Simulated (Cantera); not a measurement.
Feed: 1 mol Al(CH3)3, 46 mol N2, held at 650 °C and 0.100 bar.

These are equilibrium values from Cantera (NASA tables, ideal gas, pure condensed phases), not measurements of a reactor. Candidate condensed phases: Al, AlN, C, C6H6, C7H8, C8H18; 97 gas species. The feed counts by its element totals alone. Kinetics and transport are ignored.

Base state: N2 0.910, H2 0.0896, CH4 0.000187 (mole fractions); condensed: AlN(s) + C(graphite).

What changes in the equilibrium state with this change: N2 from 46 to 14 mol?


| species | before | after |
|---|---|---|
| N2 | 0.910 | 0.751 |
| H2 | 0.0896 | 0.247 |
| CH4 | 0.000187 | 0.00142 |
| NH3 | 2.59e-6 | 1.08e-5 |
| AlN(s), mol | 1.00 | 1.00 |
| C(graphite), mol | 2.99 | 2.97 |

What changes in the equilibrium state with this change: N2 from 46 to 4 mol?


| species | before | after |
|---|---|---|
| H2 | 0.0896 | 0.552 |
| N2 | 0.910 | 0.441 |
| CH4 | 0.000187 | 0.00710 |
| NH3 | 2.59e-6 | 2.75e-5 |
| AlN(s), mol | 1.00 | 1.00 |
| C(graphite), mol | 2.99 | 2.94 |
